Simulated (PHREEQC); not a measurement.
Make-up at 20 °C: 0.028 mol/kgw KOH, 0.00029 mol/kgw CO2 and 0.0097 mol/kgw Na2CO3. Closed to the air; pH follows from the charge balance.

Equilibrium calculation in PHREEQC: ion-association model, phreeqc.dat.

Q: The ionic strength comes out as 0.0552 mol/kgw. What activity coefficients do OH-, CO3-2, Na+, K+, HCO3- get?

A: OH- 0.81, CO3-2 0.46, Na+ 0.82, K+ 0.81, HCO3- 0.82.

No solid was allowed to form.
